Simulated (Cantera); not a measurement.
An adiabatic, constant-pressure homogeneous reactor starts with C2H4 : O2 : N2 : H2O : CO2 = 1 : 2.5 : 9.25 : 0.89 : 0.61 (molar parts), equivalence ratio 1.2, at 1523 K and 450000 Pa.

Computed with Cantera and GRI-Mech 3.0 (53 species, 325 reactions). GRI-Mech 3.0 was tuned for natural gas; its chemistry of ethylene as a main component is partial and can be far from experiment.

Problem. Predict: time of steepest temperature rise; temperature at 2.00 s; equilibrium temperature; x(O2) at 2.00 s; x(H2O) at 2.00 s; x(CO) at 2.00 s; x(NO) at 2.00 s; x(OH) at 2.00 s; x(H2O2) at 2.00 s.

Solution. 
* **time of steepest temperature rise**: 8.50 µs
* **temperature at 2.00 s**: 2843 K
* **equilibrium temperature**: 2843 K
* **x(O2) at 2.00 s**: 0.00970 (gas-phase equilibrium 0.00970)
* **x(H2O) at 2.00 s**: 0.160 (gas-phase equilibrium 0.160)
* **x(CO) at 2.00 s**: 0.0803 (gas-phase equilibrium 0.0803)
* **x(NO) at 2.00 s**: 0.00739 (gas-phase equilibrium 0.00739)
* **x(OH) at 2.00 s**: 0.0150 (gas-phase equilibrium 0.0150)
* **x(H2O2) at 2.00 s**: 4.52e-7 (gas-phase equilibrium 4.52e-7)
